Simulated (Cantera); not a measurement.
Input: 1 mol MgSO4, 0.2 mol H2O, 4.7 mol O2, 3.9 mol CO2, at 0.00470 bar.

Equilibrium computed with Cantera from the NASA thermochemical tables; the gas is ideal and each condensed phase is pure. Candidate condensed phases: C, C6H6, C7H8, C8H18, H2O, H2SO4, Mg, MgCO3, MgO, Mg(OH)2, MgS, MgSO4, S; 130 gas species. The numbers say what is thermodynamically allowed, not how fast it happens.

**Question.** Which condensed phases are stable at each of these points (T (°C)): 727, 777, 827, 877, 927, 977, 1027, 1077, 1127?

**Answer.** 
| T (°C) | condensed phases | Mg condensed (%) |
|---|---|---|
| 727 | MgO(s) + MgSO4(s) | 100.0 |
| 777 | MgO(s) | 100.0 |
| 827 | MgO(s) | 100.0 |
| 877 | MgO(s) | 100.0 |
| 927 | MgO(s) | 100.0 |
| 977 | MgO(s) | 100.0 |
| 1027 | MgO(s) | 100.0 |
| 1077 | MgO(s) | 100.0 |
| 1127 | MgO(s) | 100.0 |

At 727 °C the condensed part is MgO(s) + MgSO4(s). From 777 °C to 1127 °C the condensed part is MgO(s).
